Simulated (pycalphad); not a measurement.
Effect of Si content in Y-Si

Computed with pycalphad from the COST 507 light-alloy database (1999), at 1 atm. The database dates from 1999; later assessments differ in places, in temperatures and in the compounds included. Phase fractions are per mole of atoms.

| alloy | liquidus (K) | first solid | solidus (K) | phases at 1050 K |
|---|---|---|---|---|
| Y-0.25Si (at.%) | 1793 | bcc | 1528 | hcp 0.99, SI3Y5 0.01 |
| Y-0.5Si (at.%) | 1786 | bcc | 1528 | hcp 0.99, SI3Y5 0.01 |
| Y-1Si (at.%) | 1773 | bcc | 1528 | hcp 0.97, SI3Y5 0.03 |
| Y-2Si (at.%) | 1744 | hcp | 1528 | hcp 0.95, SI3Y5 0.05 |
| Y-4Si (at.%) | ? | hcp | 1528 | ? |

What belongs in the gaps?


- Y-4Si (at.%), liquidus (K): 1691
- Y-4Si (at.%), phases at 1050 K: hcp 0.89, SI3Y5 0.11

Database names, with the compositions (at.%) that they take in these runs: SI3Y5: Y 62 Si 37.
